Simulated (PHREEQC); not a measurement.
Dissolve 0.11 mol HCl, 0.0001 mol Li2SO4 and 3.4e-05 mol MgSO4 per kg of water at 25 °C. Closed to the air; pH follows from the charge balance.

All values are PHREEQC results (ion-association model, wateq4f.dat), not measurements.

```json
{
  "pH": "1.04",
  "ionic_strength": "0.110 mol/kgw",
  "total_alkalinity": "-110 meq/kg"
}
```

| species | molality | activity | log γ |
|---|---|---|---|
| Cl- | 0.110 | 0.0833 | -0.121 |
| H+ | 0.110 | 0.0903 | -0.085 |
| Li+ | 0.000200 | 0.000158 | -0.102 |
| HSO4- | 0.000108 | 8.30e-5 | -0.114 |
| Mg+2 | 3.40e-5 | 1.35e-5 | -0.401 |
| SO4-2 | 2.62e-5 | 9.45e-6 | -0.443 |
| MgSO4 | 2.91e-8 | 2.99e-8 | 0.011 |
| LiSO4- | 8.39e-9 | 6.52e-9 | -0.110 |

No solid was allowed to form. Species that the database lacks are ignored.
